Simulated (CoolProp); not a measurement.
A simple Rankine cycle with cyclohexane: condensing at 310.15 K, boiler at 0.32 MPa, turbine inlet 547.7 K, turbine efficiency 0.6, pump efficiency 0.6, no recuperator. Each further row changes one setting.

Computed with CoolProp (reference Helmholtz-energy equation of state, Zhou 2014).

```
case                             thermal efficiency (%)  net work (kJ/kg)  heat in (kJ/kg)  turbine exit temperature (K)  volume ratio over the turbine
-------------------------------  ----------------------  ----------------  ---------------  ----------------------------  -----------------------------
as stated                                           9.7              80.8              837                         511.8                           14.1
turbine inlet 567.7 K                               9.5              84.1              887                         531.8                           14.1
condensing temperature 302.15 K                    10.6              90.5              852                         507.5                           19.6
boiler pressure 0.224 MPa                           8.5              71.0              838                         516.7                           9.86
turbine efficiency 0.5                              8.0              67.2              837                         517.6                           14.2
```
